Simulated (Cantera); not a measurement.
An isothermal, constant-pressure homogeneous reactor starts with 10.2 % H2, 78.1 % O2, 11.7 % N2, equivalence ratio 0.065, at 1223 K and 24.8 Torr.

Cantera simulation using the H2/O2 subset of GRI-Mech 3.0, which has no nitrogen chemistry; the numbers are that mechanism's predictions, not measurements. Radical loss at walls, strong at low pressure, is not modelled. The temperature is held fixed by assumption; the heat of reaction is taken as removed at once.

x: mole fraction; the columns are a selection and need not sum to one.

```csv
t (s),x H2,x O2,x H2O,x OH,x O,x H
6.00e-5,0.102,0.781,1.95e-8,___,1.70e-8,1.90e-8
0.000194,0.102,0.781,1.56e-6,___,8.31e-7,7.73e-7
0.000629,0.0429,0.744,0.0437,___,0.0217,0.0209
0.00204,0.00260,0.729,0.0899,___,0.0373,0.0161
0.00660,0.00101,0.755,0.101,___,0.0135,0.00351
0.0214,0.000146,0.767,0.106,___,0.00192,0.000185
0.0693,1.53e-5,0.769,0.107,___,0.000205,6.50e-6
0.224,2.11e-6,0.769,0.107,___,2.90e-5,3.46e-7
0.727,3.99e-7,0.770,0.107,___,5.61e-6,2.94e-8
2.35,9.45e-8,0.770,0.107,___,1.34e-6,3.46e-9
7.63,2.76e-8,0.770,0.107,___,3.96e-7,5.54e-10
24.7,1.44e-8,0.770,0.107,1.40e-5,2.06e-7,2.10e-10
80.0,1.37e-8,0.770,0.107,1.37e-5,1.96e-7,1.95e-10
```

Task: What belongs in the gaps?

Result: 
- 6.00e-5, x OH: 1.17e-8
- 0.000194, x OH: 5.38e-7
- 0.000629, x OH: 0.00924
- 0.00204, x OH: 0.00568
- 0.00660, x OH: 0.00355
- 0.0214, x OH: 0.00134
- 0.0693, x OH: 0.000442
- 0.224, x OH: 0.000167
- 0.727, x OH: 7.33e-5
- 2.35, x OH: 3.59e-5
- 7.63, x OH: 1.95e-5
